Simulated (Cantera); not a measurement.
Cantera run:

```python
import numpy as np
import cantera as ct

gas_names = """
    B BF BF2 BF3 BH BHF2 BH2 BH3 BN B2 F F2 H HF H2 H2F2 H3F3 H4F4 H5F5 H6F6 H7F7 N NF NF2 NF3 NH NH2
    NH3 N2 N2H2 N2H4
""".split()
cond_names = """
    B(b) B(L) BN(s)
""".split()


# ... load() reads the species with a 1 bar reference pressure and builds the phases ...
atoms = {
    'BN': {'B': 1, 'N': 1},
    'NF3': {'N': 1, 'F': 3},
    'H2': {'H': 2},
}
top_T = {'BN(s)': 3200}  # K; cautious upper limits of use, not melting points


# ... equilibrate(T, P, feed) seeds the gas with the atoms and calls Mixture.equilibrate('TP', solver="vcs", rtol=1e-11, max_steps=5000) ...
results = []
feed = {'BN': 1, 'NF3': 9.3, 'H2': 5.1}  # mol
T = 900  # K
P = 1333.22  # Pa
mix = equilibrate(T, P, feed)
results.append((T, P, feed, dict(zip(mix.species_names, mix.species_moles))))
x = sorted(zip(gas.X, gas.species_names), reverse=True)
print(f"T = {T:g} K  P = {P:g} Pa  gas = {mix.phase_moles(0):.4g} mol")
print("   x: " + "  ".join(f"{s} {v:.3e}" for v, s in x if v > 0.0001))
print("   condensed (mol): " + ("  ".join(f"{mix.phase(i).name} {mix.phase_moles(i):.4g}"
      for i in range(1, mix.n_phases) if mix.phase_moles(i) > 1e-12) or "none"))
```

Output:

```
T = 900 K  P = 1333.22 Pa  gas = 25.35 mol
   x: HF 4.023e-01  F2 2.212e-01  N2 2.024e-01  F 1.331e-01  BF3 3.945e-02  NF3 1.436e-03
   condensed (mol): none
```

These are equilibrium values from Cantera (NASA tables, ideal gas, pure condensed phases), not measurements of a reactor.
